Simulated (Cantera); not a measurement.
Charge: 1 mol SiH2Cl2, 0.71 mol N2, 80 mol H2, at 0.00240 bar.

These are equilibrium values from Cantera (NASA tables, ideal gas, pure condensed phases), not measurements of a reactor. Candidate condensed phases: NH4Cl, Si, Si3N4; 28 gas species. Gases not in the tables: Si2H6 and higher silanes. Kinetics and transport are ignored.

Q: What share of the Si ends up in condensed phases as a function of T (K), at 1525, 1550, 1575, 1600, 1625, 1650, 1675, 1700, 1725, 1750, 1775, 1800?

A: 
| T (K) | Si condensed (%) | as |
|---|---|---|
| 1525 | 87.4 | Si(s) |
| 1550 | 87.1 | Si(s) |
| 1575 | 86.8 | Si(s) |
| 1600 | 86.5 | Si(s) |
| 1625 | 86.0 | Si(s) |
| 1650 | 85.4 | Si(s) |
| 1675 | 84.5 | Si(s) |
| 1700 | 83.6 | Si(l) |
| 1725 | 82.6 | Si(l) |
| 1750 | 81.0 | Si(l) |
| 1775 | 78.6 | Si(l) |
| 1800 | 75.1 | Si(l) |
